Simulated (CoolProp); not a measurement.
Model: reference Helmholtz-energy equation of state, Platzer 1990, in CoolProp. This equation is an older, rougher fit; its heat capacities, sound speeds and derivatives of the liquid may be far off and weren't checked against measurements.

Q: Give the vapour pressure (MPa), liquid density (kg/m³), vapour density (kg/m³), surface tension (mN/m) of saturated R21 at 282.9, 330.3 K.

A: 
| T (K) | p (MPa) | liquid density (kg/m³) | vapour density (kg/m³) | surface tension (mN/m) |
|---|---|---|---|---|
| 282.9 | 0.105 | 1400 | 4.76 | 20.0 |
| 330.3 | 0.483 | 1290 | 20.2 | 13.2 |

Surface tension comes from a separate correlation (Mulero 2012).
